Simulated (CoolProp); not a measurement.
Vapour-liquid equilibrium of o-xylene (1) + n-undecane (2) at 116.95 °C; x and y are mole fractions of (1).

The numbers come from the multi-fluid Helmholtz-energy mixture model, Zhou 2012 and Aleksandrov 2011; pair parameters Bell 2016 in CoolProp.

| x | bubble pressure (bar) | y at the bubble point | dew pressure at overall composition x (bar) | liquid density (mol/L) |
|---|---|---|---|---|
| 0.05 | 0.1061 | 0.203 | 0.09252 | 4.361 |
| 0.125 | 0.1328 | 0.412 | (withheld) | 4.522 |
| 0.2 | 0.1602 | 0.554 | 0.1058 | 4.692 |
| 0.275 | 0.1881 | 0.656 | 0.1140 | 4.874 |
| 0.35 | 0.2163 | 0.731 | (withheld) | 5.067 |
| 0.425 | 0.2446 | 0.789 | 0.1349 | 5.274 |
| 0.5 | 0.2729 | 0.836 | 0.1485 | 5.496 |
| 0.575 | 0.3012 | 0.873 | 0.1653 | 5.734 |
| 0.65 | 0.3294 | 0.904 | (withheld) | 5.989 |
| 0.725 | 0.3576 | 0.930 | 0.2137 | 6.265 |
| 0.8 | 0.3858 | 0.953 | (withheld) | 6.564 |
| 0.875 | 0.4141 | 0.972 | 0.3028 | 6.887 |
| 0.95 | 0.4425 | 0.990 | 0.3821 | 7.240 |

**Question.** Complete the blanks.

**Answer.** 
- 0.125, dew pressure at overall composition x (bar): 0.09871
- 0.35, dew pressure at overall composition x (bar): 0.1235
- 0.65, dew pressure at overall composition x (bar): 0.1864
- 0.8, dew pressure at overall composition x (bar): 0.2506

No azeotrope shows between x = 0.05 and 0.95.

Pair parameters are fitted to limited data, so mixtures are less certain than the pure fluids.
